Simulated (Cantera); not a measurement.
Feed: 1 mol trisilylamine, 0.28 mol NH3, 2.3 mol N2, at 1.33 mbar.

Method: chemical equilibrium by Gibbs-energy minimisation in Cantera with the NASA 1993 tables (ideal gas, pure condensed phases). Candidate condensed phases: Si, Si3N4; 18 gas species. The feed counts by its element totals alone. The tables' values for SiN are old estimates; treat these amounts as uncertain. Gases not in the tables: Si2H6 and higher silanes. Kinetics and transport are ignored. All values below are at 1923 K.

Base state: H2 0.601, N2 0.365, H 0.0200, Si 0.0127, SiH 0.000295, Si2N 0.000125, Si2 0.000109, SiN 8.85e-5 (mole fractions); condensed: Si(l).

Q: What changes in the equilibrium state with this change: pressure from 1.33 mbar to 0.133 bar?

A: 
```json
[
 {"species": "H2", "before": "0.601", "after": "0.624"},
 {"species": "N2", "before": "0.365", "after": "0.374"},
 {"species": "H", "before": "0.0200", "after": "0.00204"},
 {"species": "Si", "before": "0.0127", "after": "0.000127"},
 {"species": "Si2", "before": "0.000109", "after": "1.09e-6"},
 {"species": "Si3", "before": "2.42e-5", "after": "2.42e-7"},
 {"species": "Si(l), mol", "before": "2.89", "after": "3.00"}
]
```

Q: What changes in the equilibrium state with this change: pressure from 1.33 mbar to 1.00 bar?

A: 
```json
[
 {"species": "H2", "before": "0.601", "after": "0.839"},
 {"species": "N2", "before": "0.365", "after": "0.160"},
 {"species": "H", "before": "0.0200", "after": "0.000863"},
 {"species": "Si", "before": "0.0127", "after": "8.55e-6"},
 {"species": "SiH2", "before": "4.05e-5", "after": "2.85e-5"},
 {"species": "Si3", "before": "2.42e-5", "after": "4.14e-9"},
 {"species": "Si2", "before": "0.000109", "after": "3.68e-8"},
 {"species": "Si2N", "before": "0.000125", "after": "7.69e-7"},
 {"species": "SiN", "before": "8.85e-5", "after": "1.08e-6"},
 {"species": "Si(l), mol", "before": "2.89", "after": "0"},
 {"species": "Si3N4(s), mol", "before": "0", "after": "1.000"}
]
```
